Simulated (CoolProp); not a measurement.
Isohexane along the isotherm 476.9 K: Z from the reference equation and from simpler models built on Tc = 497.7 K, pc = 30.43 bar, ω = 0.280; each cubic takes its own stable root.

Values from CoolProp's reference Helmholtz-energy equation of state, Lemmon 2006. It is a short technical equation, of lower accuracy than the large ones.

```csv
p (bar),phase,reference
1.09,gas,0.9855
2.17,gas,0.9708
3.26,gas,0.9556
4.35,gas,0.9400
5.43,gas,0.9241
6.52,gas,0.9076
7.61,gas,0.8905
8.69,gas,0.8730
9.78,gas,0.8547
10.9,gas,0.8352
12,gas,0.8153
13,gas,0.7963
14.1,gas,0.7745
15.2,gas,0.7514
```

### Question
How far does each simpler model (Pitzer virial, van der Waals, Peng-Robinson) lie from the reference over these 14 states: mean and median of the absolute difference, and the worst?

### Answer
- Pitzer virial: mean 1.9 %, median 1.1 %, worst +6.2 % at 476.9 K and 15.2 bar
- van der Waals: mean 2.9 %, median 2.5 %, worst +6.8 % at 476.9 K and 15.2 bar
- Peng-Robinson: mean 0.6 %, median 0.7 %, worst -0.9 % at 476.9 K and 12 bar
